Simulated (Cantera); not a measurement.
A Cantera script and what it prints.

```python
import numpy as np
import cantera as ct

gas_names = """
    H HO2 H2 H2O H2O2 O OH O2 O3 Si SiH SiH2 SiH3 SiH4 SiO SiO2 Si2 Si3
""".split()
cond_names = """
    H2O(s) H2O(L) Si(cr) Si(L) SiO2(Lqz) SiO2(hqz) SiO2(L)
""".split()


# ... load() reads the species with a 1 bar reference pressure and builds the phases ...
atoms = {
    'Si2H6': {'Si': 2, 'H': 6},
    'H2O': {'H': 2, 'O': 1},
}
top_T = {}  # K; cautious upper limits of use, not melting points


# ... equilibrate(T, P, feed) seeds the gas with the atoms and calls Mixture.equilibrate('TP', solver="vcs", rtol=1e-11, max_steps=5000) ...
results = []
feed = {'Si2H6': 1, 'H2O': 1.4}  # mol
P = 26  # Pa
for T in [723, 798, 873, 948, 1023, 1098, 1173, 1248, 1323]:
    mix = equilibrate(T, P, feed)
    results.append((T, P, feed, dict(zip(mix.species_names, mix.species_moles))))

top = {s: max(r[3][s] / sum(r[3][g] for g in gas_names) for r in results) for s in gas_names}
cols = sorted((s for s in top if top[s] > 0.0001), key=lambda s: -top[s])[:6]
seen = [c for c in cond_names if any(r[3].get(c, 0) > 1e-12 for r in results)]
print("log10 of partial pressures in bar; condensed amounts in mol")
print(f"{'T/K':>10s}" + "".join(f"{s[:9]:>10s}" for s in cols + seen))
for T, P, feed, n in results:
    ng = sum(n[g] for g in gas_names)
    print(f"{T:10.4g}" + "".join(f"{np.log10(max(n[s] / ng * P / 1e5, 1e-99)):10.3f}" for s in cols)
          + "".join(f"{n.get(c, 0):10.4g}" for c in seen))
```

Result:

```
log10 of partial pressures in bar; condensed amounts in mol
       T/K        H2       SiO    Si(cr) SiO2(Lqz) SiO2(hqz)
       723    -3.585   -16.275       1.3       0.7         0
       798    -3.585   -13.893       1.3       0.7         0
       873    -3.585   -11.928       1.3         0       0.7
       948    -3.585   -10.279       1.3         0       0.7
      1023    -3.585    -8.876       1.3         0       0.7
      1098    -3.585    -7.667       1.3         0    0.6998
      1173    -3.585    -6.616     1.298         0     0.698
      1248    -3.588    -5.694     1.283         0    0.6827
      1323    -3.608    -4.879     1.182         0    0.5821
```

Equilibrium computed with Cantera from the NASA thermochemical tables; the gas is ideal and each condensed phase is pure. The feed counts by its element totals alone. Mutual solubility and eutectic melting of coexisting phases are not modelled. The tables hold silica as quartz up to 1696 K and as liquid above; real silica turns to tridymite and cristobalite and melts near 1996 K.
